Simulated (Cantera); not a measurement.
A closed system holds: 1 mol SiCl₄, 0.0072 mol Cl₂, 210 mol H₂, held at 1 atm.

Cantera equilibrium calculation (NASA polynomials, part measured and part estimated; ideal gas, pure solids and liquids). Candidate condensed phases: Si; 19 gas species. Gases not in the tables: Si₂H₆ and higher silanes. Equilibrium is a limit: real reactors are often held back by kinetics, nucleation or transport.

Problem. What share of the Si ends up in condensed phases as a function of T (K), at 1050, 1100, 1150, 1200, 1250, 1300, 1350, 1400, 1450, 1500, 1550, 1600, 1650, 1700?

Solution. 
```
T (K)  Si condensed (%)     as
-----  ----------------  -----
1050               14.1  Si(s)
1100               27.1  Si(s)
1150               40.8  Si(s)
1200               53.6  Si(s)
1250               63.8  Si(s)
1300               70.7  Si(s)
1350               74.7  Si(s)
1400               76.8  Si(s)
1450               77.7  Si(s)
1500               77.9  Si(s)
1550               77.9  Si(s)
1600               77.6  Si(s)
1650               77.2  Si(s)
1700               77.1  Si(l)
```
